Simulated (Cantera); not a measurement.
## Ignition delay

Mixture: CH₄ : O₂ : N₂ : CO₂ = 1 : 1.18 : 4 : 0.31 (molar parts), equivalence ratio 1.7, at 10.0 bar, adiabatic and at constant pressure. Ignition delay is the time to a rise of 400 K.

Cantera simulation using GRI-Mech 3.0 (53 species, 325 reactions); the numbers are that mechanism's predictions, not measurements.

| T0 (K) | delay (ms) |
|---|---|
| 1275 | 2.52 |
| 1375 | 0.840 |
| 1475 | 0.303 |
| 1575 | 0.116 |
| 1675 | 0.0481 |
| 1775 | 0.0216 |
| 1875 | 0.0107 |
| 1975 | 0.00582 |
| 2075 | 0.00344 |

```yaml
apparent activation energy between 1875 and 2075 K: 180 kJ/mol
```
